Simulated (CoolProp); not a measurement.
Methane along the isobar 6890 kPa: fugacity coefficient from the reference equation and from simpler models built on Tc = 190.6 K, pc = 4599 kPa, ω = 0.011; each cubic takes its own stable root.

The numbers come from the reference Helmholtz-energy equation of state, Setzmann 1991 in CoolProp.

```
T (K)          phase  reference
-----  -------------  ---------
135.5         liquid    0.08334
163           liquid     0.2473
190.5         liquid     0.4879
218    supercritical     0.6877
245.5  supercritical     0.7876
273    supercritical     0.8509
300.4  supercritical     0.8939
327.9  supercritical     0.9246
355.4  supercritical     0.9470
382.9  supercritical     0.9636
```

Problem. How far does each simpler model (van der Waals, Redlich-Kwong, Soave-Redlich-Kwong, Peng-Robinson) lie from the reference over these 10 states: mean and median of the absolute difference, and the worst?

Solution. 
- van der Waals: mean 16.1 %, median 2.4 %, worst +103.1 % at 135.5 K and 6890 kPa
- Redlich-Kwong: mean 1.3 %, median 0.5 %, worst -7.7 % at 135.5 K and 6890 kPa
- Soave-Redlich-Kwong: mean 0.7 %, median 0.6 %, worst +2.2 % at 163 K and 6890 kPa
- Peng-Robinson: mean 2.7 %, median 2.5 %, worst -4.4 % at 218 K and 6890 kPa
